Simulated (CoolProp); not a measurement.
Vapour-liquid equilibrium of isohexane (1) + n-hexane (2) at 1.15 °C; x and y are mole fractions of (1).

The numbers come from the multi-fluid Helmholtz-energy mixture model, Lemmon 2006 and Thol 2019; pair parameters Bell 2016 in CoolProp.

Q: Give the bubble pressure and the first vapour's composition at x = 0.2, 0.35, 0.65. Is there an azeotrope?

A: x = 0.2: 7.095 kPa, y = 0.275; x = 0.35: 7.584 kPa, y = 0.447; x = 0.65: 8.509 kPa, y = 0.731. No azeotrope shows between x = 0.05 and 0.95.

Pair parameters are fitted to limited data, so mixtures are less certain than the pure fluids.
